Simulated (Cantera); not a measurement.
Standard-state values (1 bar) from the NASA 1993 polynomials, evaluated with Cantera. Values are per mole of reaction as written; species without (g) are pure solids or liquids, kept so even where they would boil at 1 bar.

BaBr2 + H2(g) ⇌ Ba + 2 HBr(g)

```json
[
 {"T (K)": "1475", "ΔH° (kJ)": "634.8", "ΔS° (J/K)": "126.5", "ΔG° (kJ)": "448.2", "log10 K": "-15.87"},
 {"T (K)": "1575", "ΔH° (kJ)": "632.1", "ΔS° (J/K)": "124.7", "ΔG° (kJ)": "435.7", "log10 K": "-14.45"},
 {"T (K)": "1675", "ΔH° (kJ)": "629.3", "ΔS° (J/K)": "123.0", "ΔG° (kJ)": "423.3", "log10 K": "-13.20"},
 {"T (K)": "1775", "ΔH° (kJ)": "626.6", "ΔS° (J/K)": "121.4", "ΔG° (kJ)": "411.1", "log10 K": "-12.10"},
 {"T (K)": "1875", "ΔH° (kJ)": "623.9", "ΔS° (J/K)": "119.9", "ΔG° (kJ)": "399.0", "log10 K": "-11.12"},
 {"T (K)": "1975", "ΔH° (kJ)": "621.2", "ΔS° (J/K)": "118.5", "ΔG° (kJ)": "387.1", "log10 K": "-10.24"},
 {"T (K)": "2075", "ΔH° (kJ)": "(withheld)", "ΔS° (J/K)": "(withheld)", "ΔG° (kJ)": "(withheld)", "log10 K": "(withheld)"},
 {"T (K)": "2175", "ΔH° (kJ)": "615.9", "ΔS° (J/K)": "116.0", "ΔG° (kJ)": "363.7", "log10 K": "-8.73"},
 {"T (K)": "2275", "ΔH° (kJ)": "(withheld)", "ΔS° (J/K)": "(withheld)", "ΔG° (kJ)": "(withheld)", "log10 K": "(withheld)"}
]
```

Problem. Complete the blanks.

Solution. 
- 2075, ΔH° (kJ): 618.5
- 2075, ΔS° (J/K): 117.2
- 2075, ΔG° (kJ): 375.3
- 2075, log10 K: -9.45
- 2275, ΔH° (kJ): 613.2
- 2275, ΔS° (J/K): 114.8
- 2275, ΔG° (kJ): 352.1
- 2275, log10 K: -8.08
